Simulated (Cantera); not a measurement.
A closed system holds: 1 mol B, 0.12 mol H2O, 0.49 mol H2, equilibrated at 15.0 mbar.

Cantera equilibrium calculation (NASA polynomials, part measured and part estimated; ideal gas, pure solids and liquids). Candidate condensed phases: B, B2O3, B3O3H3, H2O; 23 gas species. Mutual solubility and eutectic melting of coexisting phases are not modelled. The numbers say what is thermodynamically allowed, not how fast it happens.

Question: Which condensed phases are stable at each of these points (T (°C)): 852, 902, 952, 1002, 1052, 1102, 1152, 1202, 1252, 1302, 1352?

Answer: 
| T (°C) | condensed phases | B condensed (%) |
|---|---|---|
| 852 | B(s) + B2O3(l) | 99.8 |
| 902 | B(s) + B2O3(l) | 99.8 |
| 952 | B(s) + B2O3(l) | 99.8 |
| 1002 | B(s) + B2O3(l) | 99.7 |
| 1052 | B(s) + B2O3(l) | 99.6 |
| 1102 | B(s) + B2O3(l) | 99.4 |
| 1152 | B(s) + B2O3(l) | 98.9 |
| 1202 | B(s) + B2O3(l) | 97.9 |
| 1252 | B(s) + B2O3(l) | 95.9 |
| 1302 | B(s) + B2O3(l) | 91.8 |
| 1352 | B(s) | 88.7 |

From 852 °C to 1302 °C the condensed part is B(s) + B2O3(l). At 1352 °C the condensed part is B(s).
